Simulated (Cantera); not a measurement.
## Catalytic stagnation flow on Pt

A jet of CH4 : O2 : N2 = 0.03 : 0.098 : 0.79 (molar parts) at 300 K and 45.8 Torr hits a platinum plate 9.4 cm away at a mass flux of 0.16 kg/m²/s; the plate temperature is set and raised in steps from an oxygen-covered start.

Computed with Cantera and Deutschmann's 1995 Pt surface mechanism with GRI-Mech 3.0 gas chemistry. Catalytic surfaces can have several steady states; this one follows from the mechanism file's or the stated starting coverage.

| plate T (K) | wall x CH4 | wall x O2 | wall x H2O | wall x OH | wall x CO | wall x CO2 | θ free Pt | θ O* | θ OH* |
|---|---|---|---|---|---|---|---|---|---|
| 850 | 0.0273 | 0.0953 | 0.0101 | <1e-8 | 7.89e-6 | 0.00658 | 0.165 | 0.834 | 0.000770 |
| 900 | 0.0229 | 0.0858 | 0.0184 | 3.06e-8 | 9.52e-6 | 0.0121 | 0.235 | 0.764 | 0.000948 |
| 950 | 0.0182 | 0.0759 | 0.0270 | 9.95e-8 | 1.06e-5 | 0.0178 | 0.312 | 0.687 | 0.00102 |
| 1000 | 0.0142 | 0.0675 | 0.0343 | 2.74e-7 | 1.15e-5 | 0.0226 | 0.390 | 0.609 | 0.00101 |
| 1050 | 0.0113 | 0.0612 | 0.0397 | 6.68e-7 | 1.23e-5 | 0.0262 | 0.466 | 0.533 | 0.000940 |
x: mole fraction at the wall; θ: surface coverage.
